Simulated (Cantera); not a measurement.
Charge: 1 mol Zr, 6.7 mol NH3, 3.3 mol N2, held at 1425 °C and 0.380 Pa.

Equilibrium computed with Cantera from the NASA thermochemical tables; the gas is ideal and each condensed phase is pure. Candidate condensed phases: Zr, ZrN; 11 gas species. ZrN: taken at fixed stoichiometry. Kinetics and transport are ignored.

Base state: H2 0.575, N2 0.369, H 0.0562 (mole fractions); condensed: ZrN(s).

Problem. What changes in the equilibrium state with this change: temperature from 1425 °C to 1202 °C?

Solution. 
| species | before | after |
|---|---|---|
| H2 | 0.575 | 0.616 |
| N2 | 0.369 | 0.379 |
| H | 0.0562 | 0.00522 |
| ZrN(s), mol | 1.00 | 1.00 |
